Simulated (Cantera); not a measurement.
A closed system holds: 1 mol SiF₄, 0.23 mol NH₃, 20 mol H₂, at 925 K and 1400 Pa.

Equilibrium computed with Cantera from the NASA thermochemical tables; the gas is ideal and each condensed phase is pure. Candidate condensed phases: Si, Si₃N₄; 37 gas species. Kinetics and transport are ignored.

Base state: H₂ 0.948, SiF₄ 0.0464, N₂ 0.00535, HF 0.000187, SiHF₃ 0.000134 (mole fractions); condensed: Si₃N₄(s).

What changes in the equilibrium state with this change: temperature from 925 K to 1325 K?


```
species          before    after
-------------  --------  -------
H₂                0.948    0.944
SiF₄             0.0464   0.0430
N₂              0.00535  0.00535
HF             0.000187  0.00370
SiF₂              <1e-9  8.94e-5
H               2.14e-9  1.34e-5
SiF₃            2.31e-6  0.00218
SiH₂F₂          2.13e-7  1.85e-5
Si₃N₄(s), mol   9.08e-5        0
```
The tables' values for SiF₃, SiF₂ are old estimates; treat these amounts as uncertain.
